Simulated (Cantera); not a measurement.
**Transport properties of process gases**

Gas mixture: O2 = 0.84 (molar parts), at 0.987 atm, frozen composition.

Cantera's kinetic-theory transport with the Lennard-Jones parameters of GRI-Mech 3.0, ideal gas; thermal conductivity in the multicomponent form.

```json
[
 {"T (K)": "400", "ρ (kg/m³)": "0.962", "cp (J/kg/K)": "941.4", "μ (µPa s)": "25.6", "λ (mW/m/K)": "33.9", "Pr": "0.712", "D (cm²/s) NO": "0.344", "D (cm²/s) N2": "0.350", "D (cm²/s) OH": "0.540"},
 {"T (K)": "600", "ρ (kg/m³)": "0.641", "cp (J/kg/K)": "1003", "μ (µPa s)": "34.1", "λ (mW/m/K)": "48.1", "Pr": "0.710", "D (cm²/s) NO": "0.688", "D (cm²/s) N2": "0.700", "D (cm²/s) OH": "1.08"},
 {"T (K)": "800", "ρ (kg/m³)": "0.481", "cp (J/kg/K)": "1055", "μ (µPa s)": "41.4", "λ (mW/m/K)": "61.5", "Pr": "0.710", "D (cm²/s) NO": "1.12", "D (cm²/s) N2": "1.14", "D (cm²/s) OH": "1.74"},
 {"T (K)": "1000", "ρ (kg/m³)": "0.385", "cp (J/kg/K)": "1090", "μ (µPa s)": "47.9", "λ (mW/m/K)": "73.7", "Pr": "0.709", "D (cm²/s) NO": "1.62", "D (cm²/s) N2": "1.65", "D (cm²/s) OH": "2.53"},
 {"T (K)": "1200", "ρ (kg/m³)": "0.321", "cp (J/kg/K)": "1114", "μ (µPa s)": "54.0", "λ (mW/m/K)": "84.9", "Pr": "0.708", "D (cm²/s) NO": "2.20", "D (cm²/s) N2": "2.24", "D (cm²/s) OH": "3.43"},
 {"T (K)": "1400", "ρ (kg/m³)": "0.275", "cp (J/kg/K)": "1134", "μ (µPa s)": "59.7", "λ (mW/m/K)": "95.6", "Pr": "0.708", "D (cm²/s) NO": "2.84", "D (cm²/s) N2": "2.89", "D (cm²/s) OH": "4.43"},
 {"T (K)": "1600", "ρ (kg/m³)": "0.241", "cp (J/kg/K)": "1151", "μ (µPa s)": "65.1", "λ (mW/m/K)": "106", "Pr": "0.708", "D (cm²/s) NO": "3.54", "D (cm²/s) N2": "3.61", "D (cm²/s) OH": "5.52"}
]
```
D: mixture-averaged diffusion coefficient of that species in the mixture.
